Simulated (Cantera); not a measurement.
An adiabatic, constant-pressure homogeneous reactor starts with 3.57 % CH3OH, 10.7 % O2, 85.7 % N2, equivalence ratio 0.50, at 1650 K and 0.987 atm.

Computed with Cantera and GRI-Mech 3.0 (53 species, 325 reactions). GRI-Mech 3.0 was tuned for natural gas; its chemistry of methanol as a main component is partial and can be far from experiment.

Q: Predict: time of steepest temperature rise; temperature at 0.400 s; equilibrium temperature; x(O2) at 0.400 s; x(NO) at 0.400 s; x(N2O) at 0.400 s; x(OH) at 0.400 s.

A: 
| Quantity | Result |
|---|---|
| time of steepest temperature rise | 0.125 ms |
| temperature at 0.400 s | 2231 K |
| equilibrium temperature | 2230 K |
| x(O2) at 0.400 s | 0.0490 (gas-phase equilibrium 0.0488) |
| x(NO) at 0.400 s | 0.00624 (gas-phase equilibrium 0.00674) |
| x(N2O) at 0.400 s | 3.84e-7 (gas-phase equilibrium 3.86e-7) |
| x(OH) at 0.400 s | 0.00324 (gas-phase equilibrium 0.00322) |
